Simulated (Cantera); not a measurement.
Premixed flame

A freely propagating, adiabatic, planar premixed flame of 38.6 % H2, 13.9 % O2, 47.5 % N2, equivalence ratio 1.4, unburnt at 325 K and 100.0 Torr; mixture-averaged transport, grid criteria slope 0.08 and curve 0.16, no radiation.

Detailed kinetics in Cantera: the H2/O2 subset of GRI-Mech 3.0, which has no nitrogen chemistry. Burning velocities carry a grid error of a few per cent, more on coarse grids.

| z (mm) | T (K) | u (m/s) | x H2 | x O2 | x HO2 | x H2O2 | x H2O | x OH |
|---|---|---|---|---|---|---|---|---|
| -15.4 | 325 | 2.87 | 0.386 | 0.139 | <1e-8 | <1e-8 | <1e-8 | <1e-8 |
| -10.3 | 325 | 2.87 | 0.386 | 0.139 | <1e-8 | <1e-8 | <1e-8 | <1e-8 |
| -7.70 | 325 | 2.87 | 0.386 | 0.139 | <1e-8 | <1e-8 | <1e-8 | <1e-8 |
| -5.13 | 325 | 2.87 | 0.386 | 0.139 | <1e-8 | <1e-8 | <1e-8 | <1e-8 |
| -2.57 | 327 | 2.89 | 0.385 | 0.139 | 2.27e-5 | 8.56e-7 | 2.27e-5 | 2.49e-6 |
| -1.28 | 570 | 4.91 | 0.354 | 0.134 | 6.38e-5 | 3.32e-5 | 0.0168 | 0.000791 |
| 0 | 1060 | 8.83 | 0.211 | 0.0862 | 1.61e-5 | 4.76e-7 | 0.123 | 0.00227 |
| 1.28 | 1343 | 11.1 | 0.102 | 0.0206 | 3.55e-6 | 5.56e-7 | 0.244 | 0.00590 |
| 2.57 | 1455 | 11.9 | 0.0925 | 0.0114 | 1.76e-6 | 4.87e-7 | 0.262 | 0.00756 |
| 5.13 | 1580 | 12.8 | 0.0978 | 0.00933 | 1.25e-6 | 3.47e-7 | 0.267 | 0.00934 |
| 10.3 | 1721 | 13.8 | 0.104 | 0.00758 | 8.92e-7 | 1.98e-7 | 0.273 | 0.0110 |
| 20.5 | 1869 | 14.8 | 0.109 | 0.00564 | 6.05e-7 | 1.02e-7 | 0.281 | 0.0119 |
| 41.1 | 2012 | 15.8 | 0.113 | 0.00378 | 4.00e-7 | 5.33e-8 | 0.290 | 0.0117 |
x: mole fraction of selected species; z is measured from the peak of heat release.

- laminar burning velocity: 287 cm/s
- thermal thickness: 5.13 mm
- peak x(HO2): 0.000139
- peak x(H2O2): 4.37e-5
- peak x(OH): 0.0120
- grid points: 141
